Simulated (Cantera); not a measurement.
An isothermal, constant-pressure homogeneous reactor starts with 2.72 % H2, 97.3 % O2, at 925 K and 0.0188 atm.

Cantera simulation using the H2/O2 subset of GRI-Mech 3.0, which has no nitrogen chemistry; the numbers are that mechanism's predictions, not measurements. Radical loss at walls, strong at low pressure, is not modelled. Below about 950 K walls govern HO2 and H2O2 in real vessels.

One state of this run: x H2 = 4.12e-10; x O2 = 0.972; x H2O2 = 5.20e-10; x H = 7.84e-12; x H2O = 0.0276; x HO2 = 8.17e-10; x O = 2.19e-8. x: mole fraction; the columns are a selection and need not sum to one.

Which value of t (s) does it belong to?
A) 40.0
B) 0.0105
C) 9.48e-5
D) 0.111

A, 40.0
